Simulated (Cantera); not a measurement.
# Pyrogenic steam for wet oxidation

An isothermal, constant-pressure homogeneous reactor starts with 11.6 % H2, 12.5 % O2, 76.0 % N2, at 1298 K and 0.760 bar.

Cantera simulation using GRI-Mech 3.0 (53 species, 325 reactions); the numbers are that mechanism's predictions, not measurements. The temperature is held fixed by assumption; the heat of reaction is taken as removed at once.

```
t (s)         x H2    x O2  x H2O    x N2O     x NO
--------  --------  ------  -----  -------  -------
0.000200   0.00177  0.0706  0.119  1.54e-7  9.30e-6
0.000537  0.000192  0.0706  0.122  1.99e-7  9.32e-6
0.00144    2.39e-5  0.0707  0.123  2.16e-7  9.27e-6
0.00386    3.90e-6  0.0707  0.123  2.23e-7  9.26e-6
0.0104     9.06e-7  0.0707  0.123  2.26e-7  9.30e-6
0.0278     2.73e-7  0.0707  0.123  2.22e-7  9.33e-6
0.0746     1.01e-7  0.0707  0.123  2.06e-7  9.34e-6
0.200      5.30e-8  0.0707  0.123  1.65e-7  9.34e-6
0.537      4.51e-8  0.0707  0.123  9.06e-8  9.33e-6
1.44       4.47e-8  0.0707  0.123  2.61e-8  9.33e-6
3.86       4.47e-8  0.0707  0.123  1.36e-8  9.33e-6
10.4       4.47e-8  0.0707  0.123  1.35e-8  9.33e-6
27.8       4.47e-8  0.0707  0.123  1.35e-8  9.33e-6
74.6       4.47e-8  0.0707  0.123  1.35e-8  9.33e-6
200        4.47e-8  0.0707  0.123  1.35e-8  9.34e-6
```
x: mole fraction; the columns are a selection and need not sum to one.

Equilibrium at this temperature and pressure: H2 4.47e-8, O2 0.0706, H2O 0.123, N2O 1.35e-8, NO 0.000230 (gas phase only).
